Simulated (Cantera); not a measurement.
A closed system holds: 1 mol SiH2Cl2, 17 mol H2, held at 4.80 mbar.

Cantera equilibrium calculation (NASA polynomials, part measured and part estimated; ideal gas, pure solids and liquids). Candidate condensed phases: Si; 19 gas species. The tables' values for SiCl, SiCl3 are old estimates; treat these amounts as uncertain. Gases not in the tables: Si2H6 and higher silanes. Rates play no part.

x: gas mole fraction; n: condensed amount in mol.

| T (°C) | x H2 | x H | x HCl | x Si | x Cl | x SiCl2 | n Si(s) | n Si(l) |
|---|---|---|---|---|---|---|---|---|
| 1000 | 0.913 | 9.83e-6 | 0.0710 | 3.76e-9 | 6.50e-7 | 0.0143 | 0.695 | 0 |
| 1150 | 0.912 | ? | 0.0708 | ? | ? | 0.0166 | 0.677 | 0 |
| 1300 | 0.912 | ? | 0.0692 | ? | ? | 0.0178 | 0.659 | 0 |
| 1450 | 0.910 | 0.00251 | 0.0687 | 0.000205 | 0.000147 | 0.0179 | 0 | 0.650 |
| 1600 | 0.901 | 0.00884 | 0.0715 | 0.00184 | 0.000532 | 0.0159 | 0 | 0.646 |
| 1750 | 0.873 | 0.0256 | 0.0717 | 0.0119 | 0.00156 | 0.0137 | 0 | 0.449 |
| 1900 | 0.810 | 0.0627 | 0.0743 | 0.0359 | 0.00419 | 0.00821 | 0 | 0 |
| 2050 | 0.733 | 0.135 | 0.0764 | 0.0410 | 0.0101 | 0.00236 | 0 | 0 |
| 2200 | 0.619 | 0.253 | 0.0654 | 0.0409 | 0.0190 | 0.000528 | 0 | 0 |
| 2350 | 0.468 | 0.416 | 0.0475 | 0.0378 | 0.0295 | 0.000103 | 0 | 0 |

Task: Some entries are withheld; supply them.

Result: 
- 1300, x H: 0.000561
- 1300, x Si: 1.15e-5
- 1300, x Cl: 3.38e-5
- 1150, x H: 9.16e-5
- 1150, x Si: 3.18e-7
- 1150, x Cl: 5.83e-6
